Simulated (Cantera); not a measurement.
A closed system holds: 1 mol CS2, 7.8 mol H2O, 1.1 mol H2, 1.7 mol O2, at 2225 K and 160 Pa.

Cantera equilibrium calculation (NASA polynomials, part measured and part estimated; ideal gas, pure solids and liquids). Candidate condensed phases: C, C6H6, C7H8, C8H18, H2O, H2SO4, S; 123 gas species. Rates play no part.

Base state: H2O 0.463, H2 0.192, SO2 0.120, H 0.0709, CO 0.0545, SO 0.0346, OH 0.0248, CO2 0.0245 (mole fractions); condensed: gas only.

Task: What changes in the equilibrium state with this change: temperature from 2225 K to 2673.15 K?

Result: 
| species | before | after |
|---|---|---|
| H | 0.0709 | 0.420 |
| O | 0.00635 | 0.162 |
| H2 | 0.192 | 0.107 |
| H2O | 0.463 | 0.0661 |
| S | 0.00290 | 0.0194 |
| O2 | 0.00645 | 0.0404 |
| CO2 | 0.0245 | 0.00396 |
| SO2 | 0.120 | 0.0264 |
| OH | 0.0248 | 0.0645 |
| SO | 0.0346 | 0.0468 |
| CO | 0.0545 | 0.0428 |
| H2S | 2.53e-5 | 5.79e-6 |
| SH | 0.000475 | 0.000640 |
| S2 | 9.37e-5 | 8.06e-5 |
